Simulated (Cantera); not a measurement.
A freely propagating, adiabatic, planar premixed flame of H₂ : O₂ : N₂ = 1 : 0.333 : 1.13 (molar parts), equivalence ratio 1.5, unburnt at 425 K and 1.00 bar; multicomponent+Soret transport, grid criteria slope 0.08 and curve 0.16, no radiation.

Detailed kinetics in Cantera: the H2/O2 subset of GRI-Mech 3.0, which has no nitrogen chemistry. Burning velocities carry a grid error of a few per cent, more on coarse grids.

x: mole fraction of selected species; z is measured from the peak of heat release.

| z (mm) | T (K) | u (m/s) | x H₂ | x O₂ | x H | x OH | x H₂O₂ | x H₂O |
|---|---|---|---|---|---|---|---|---|
| -1.13 | 425 | 5.22 | 0.406 | 0.135 | <1e-8 | <1e-8 | <1e-8 | <1e-8 |
| -0.753 | 425 | 5.22 | 0.406 | 0.135 | <1e-8 | <1e-8 | <1e-8 | <1e-8 |
| -0.565 | 425 | 5.22 | 0.406 | 0.135 | <1e-8 | <1e-8 | <1e-8 | <1e-8 |
| -0.376 | 425 | 5.22 | 0.406 | 0.135 | <1e-8 | <1e-8 | <1e-8 | 1.06e-7 |
| -0.188 | 439 | 5.30 | 0.393 | 0.138 | 2.27e-5 | 2.15e-5 | 5.92e-6 | 0.000361 |
| -0.0941 | 715 | 8.29 | 0.349 | 0.134 | 0.00576 | 0.00108 | 5.51e-5 | 0.0222 |
| 0 | ___ | 13.5 | ___ | ___ | ___ | ___ | ___ | ___ |
| 0.0941 | ___ | 17.1 | ___ | ___ | 0.0796 | ___ | ___ | ___ |
| 0.188 | 1662 | 18.6 | 0.125 | 0.0101 | 0.0845 | 0.00922 | 1.39e-6 | 0.262 |
| 0.376 | 1804 | 20.1 | 0.125 | 0.00492 | 0.0736 | 0.0107 | 7.86e-7 | 0.274 |
| 0.753 | 1948 | 21.5 | 0.132 | 0.00341 | 0.0580 | 0.0111 | 4.16e-7 | 0.280 |
| 1.51 | 2090 | 22.8 | 0.137 | 0.00211 | 0.0427 | 0.0104 | 2.19e-7 | 0.288 |
| 3.01 | 2211 | 23.9 | 0.142 | 0.00112 | 0.0295 | 0.00869 | 1.22e-7 | 0.296 |

### Question
Some entries are withheld; supply them.

### Answer

- 0, T (K): 1196
- 0, x H₂: 0.250
- 0, x O₂: 0.0911
- 0, x H: 0.0430
- 0, x OH: 0.00279
- 0, x H₂O₂: 5.24e-6
- 0, x H₂O: 0.112
- 0.0941, T (K): 1516
- 0.0941, x H₂: 0.152
- 0.0941, x O₂: 0.0299
- 0.0941, x OH: 0.00707
- 0.0941, x H₂O₂: 2.20e-6
- 0.0941, x H₂O: 0.224
